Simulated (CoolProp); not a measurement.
A Linde-Hampson liquefier for carbon monoxide: isothermal reversible compression at 280 K from 1 atm to 30 MPa, throttling to 1 atm, return gas leaving the recuperator 5 K below the feed. Each further row changes one setting.

Model: reference Helmholtz-energy equation of state, Lemmon 2006, in CoolProp. It is a short technical equation, of lower accuracy than the large ones.

```
case                        liquid yield per pass  compression work (kJ/kg of gas)
--------------------------  ---------------------  -------------------------------
as stated                                     ___                              472
high pressure 60 MPa                          ___                              546
warm-end temperature 310 K                  0.081                              ___
warm-end gap 10 K                           0.101                              472
```

Complete the blanks.


- as stated, liquid yield per pass: 0.113
- high pressure 60 MPa, liquid yield per pass: 0.104
- warm-end temperature 310 K, compression work (kJ/kg of gas): 527
